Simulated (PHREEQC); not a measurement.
Make-up at 25 °C: 0.038 mol CuSO4, 0.0032 mol HBF4 and 0.01 mol KCl per kg of water. Closed to the air; pH follows from the charge balance.

Model: ion-association model, wateq4f.dat, run in PHREEQC.

```json
{
 "pH": "2.76",
 "ionic_strength": "0.103 mol/kgw",
 "total_alkalinity": "-12.8 meq/kg"
}
```

```json
[
 {"species": "Cu+2", "molality": "0.0231", "activity": "0.00918", "log γ": "-0.401"},
 {"species": "SO4-2", "molality": "0.0213", "activity": "0.00788", "log γ": "-0.432"},
 {"species": "CuSO4", "molality": "0.0144", "activity": "0.0148", "log γ": "0.010"},
 {"species": "Cl-", "molality": "0.00976", "activity": "0.00744", "log γ": "-0.118"},
 {"species": "K+", "molality": "0.00949", "activity": "0.00723", "log γ": "-0.118"},
 {"species": "HF", "molality": "0.00275", "activity": "0.00281", "log γ": "0.010"},
 {"species": "H+", "molality": "0.00213", "activity": "0.00175", "log γ": "-0.084"},
 {"species": "BF4-", "molality": "0.00185", "activity": "0.00137", "log γ": "-0.129"},
 {"species": "HSO4-", "molality": "0.00173", "activity": "0.00134", "log γ": "-0.111"},
 {"species": "F-", "molality": "0.00141", "activity": "0.00107", "log γ": "-0.119"},
 {"species": "H3BO3", "molality": "0.000994", "activity": "0.00102", "log γ": "0.010"},
 {"species": "KSO4-", "molality": "0.000509", "activity": "0.000400", "log γ": "-0.104"},
 {"species": "BF3OH-", "molality": "0.000241", "activity": "0.000179", "log γ": "-0.129"}
]
```

This is a speciation only: nothing precipitates in the calculation. Real BF4- forms and hydrolyses slowly; the run takes it at equilibrium.
